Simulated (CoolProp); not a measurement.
A single-stage vapour-compression cycle with the fluid: evaporating at 213.15 K (dew point), condensing at 264.15 K (bubble point), superheat 5 K, subcooling 0 K, compressor efficiency 0.8, no pressure losses. The same conditions are run with several fluids, on thermodynamics alone (safety and materials aside).

Model: reference Helmholtz-energy equation of state of each fluid (R410A: Lemmon 2003; R404A: Lemmon 2003; hydrogen sulfide: Lemmon 2006; CH2F2 (R32): Tillner-Roth 1997; R134a: Tillner-Roth 1994; propylene: Lemmon 2013), in CoolProp. Blends and air are pseudo-pure fits.

```json
[
 {"fluid": "R410A", "cooling COP": "2.65", "pressure ratio": "9.30", "discharge temperature (K)": "327.9", "refrigerating effect (kJ/kg)": "212", "volumetric capacity (kJ/m³)": "559"},
 {"fluid": "R404A", "cooling COP": "2.58", "pressure ratio": "9.57", "discharge temperature (K)": "297.4", "refrigerating effect (kJ/kg)": "147", "volumetric capacity (kJ/m³)": "386"},
 {"fluid": "hydrogen sulfide", "cooling COP": "2.62", "pressure ratio": "7.64", "discharge temperature (K)": "392.2", "refrigerating effect (kJ/kg)": "448", "volumetric capacity (kJ/m³)": "885"},
 {"fluid": "CH2F2 (R32)", "cooling COP": "2.62", "pressure ratio": "9.29", "discharge temperature (K)": "367.0", "refrigerating effect (kJ/kg)": "312", "volumetric capacity (kJ/m³)": "598"},
 {"fluid": "R134a", "cooling COP": "2.72", "pressure ratio": "13.1", "discharge temperature (K)": "306.3", "refrigerating effect (kJ/kg)": "177", "volumetric capacity (kJ/m³)": "160"},
 {"fluid": "propylene", "cooling COP": "2.72", "pressure ratio": "7.95", "discharge temperature (K)": "312.9", "refrigerating effect (kJ/kg)": "344", "volumetric capacity (kJ/m³)": "453"}
]
```
